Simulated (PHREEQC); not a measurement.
A solution holds 0.0047 mol H2SO4, 0.018 mol FeCl3 and 0.00016 mol CuCl2 per kg of water, at 20 °C. Closed to the air; pH follows from the charge balance.

Computed with PHREEQC (ion-association model, phreeqc.dat).

| Property | Value |
|---|---|
| pH | 2.00 |
| ionic strength | 0.0830 mol/kgw |
| total alkalinity | -45.4 meq/kg |

| species | molality | activity | log γ |
|---|---|---|---|
| Cl- | 0.0501 | 0.0391 | -0.107 |
| H+ | 0.0120 | 0.0100 | -0.079 |
| Fe+3 | 0.00720 | 0.00141 | -0.709 |
| FeSO4+ | 0.00369 | 0.00294 | -0.099 |
| FeCl+2 | 0.00352 | 0.00142 | -0.396 |
| FeOH+2 | 0.00167 | 0.000671 | -0.396 |
| Fe2(OH)2+4 | 0.000608 | 1.50e-5 | -1.608 |
| SO4-2 | 0.000535 | 0.000213 | -0.399 |
| FeCl2+ | 0.000365 | 0.000291 | -0.099 |
| HSO4- | 0.000235 | 0.000187 | -0.101 |
| FeHSO4+2 | 0.000200 | 7.94e-5 | -0.402 |
| Cu+2 | 0.000151 | 6.39e-5 | -0.372 |
| Fe3(OH)4+5 | 2.98e-5 | 9.13e-8 | -2.513 |

No solid was allowed to form. Saturation is exceeded, for instance for Hematite (slow to form), Goethite (slow to form); the values hold only as long as no solid forms. Species that the database lacks are ignored.
